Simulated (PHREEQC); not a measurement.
A solution holds 0.024 mol MnSO4 and 0.0027 mol NaHCO3 per kg of water, at 65 °C. Closed to the air; pH follows from the charge balance.

The numbers come from PHREEQC with the ion-association model, wateq4f.dat.

Precipitation was switched off in this run.

**Question.** Predict the pH.

**Answer.** pH 6.88.

**Question.** In which forms is Mn present?

**Answer.** Mn+2 51 %, MnSO4 45 %, MnHCO3+ 2.9 %, MnCO3 1.1 % of the Mn.

Examples of supersaturated solids here: Rhodochrosite. Others may be too. Away from 25 °C the constants follow the database's enthalpies or fits; those with neither stay at their 25 °C values.
